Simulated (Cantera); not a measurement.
Charge: 1 mol HBr, 0.023 mol O2, 16 mol H2, equilibrated at 0.800 bar.

Cantera equilibrium calculation (NASA polynomials, part measured and part estimated; ideal gas, pure solids and liquids). Candidate condensed phases: Br2, H2O; 12 gas species. The numbers say what is thermodynamically allowed, not how fast it happens.

x: gas mole fraction; nothing condenses.

| T (K) | x H2 | x HBr | x H | x Br | x H2O | x OH | x Br2 |
|---|---|---|---|---|---|---|---|
| 1300 | 0.938 | 0.0588 | 1.20e-6 | … | 0.00271 | 4.51e-11 | 3.37e-8 |
| 1450 | 0.938 | 0.0587 | 1.02e-5 | … | 0.00271 | 7.08e-10 | 9.52e-8 |
| 1600 | 0.938 | 0.0586 | 5.89e-5 | … | 0.00271 | 6.65e-9 | 2.21e-7 |
| 1750 | 0.938 | 0.0581 | 0.000252 | … | 0.00270 | 4.26e-8 | 4.40e-7 |
| 1900 | 0.938 | 0.0572 | 0.000859 | … | 0.00270 | 2.03e-7 | 7.71e-7 |
| 2050 | 0.936 | 0.0555 | 0.00245 | … | 0.00270 | 7.73e-7 | 1.21e-6 |
| 2200 | 0.933 | 0.0528 | 0.00608 | … | 0.00269 | 2.45e-6 | 1.70e-6 |

### Question
Complete the blanks.

### Answer

- 1300, x Br: 1.80e-5
- 1450, x Br: 7.84e-5
- 1600, x Br: 0.000259
- 1750, x Br: 0.000696
- 1900, x Br: 0.00159
- 2050, x Br: 0.00318
- 2200, x Br: 0.00566
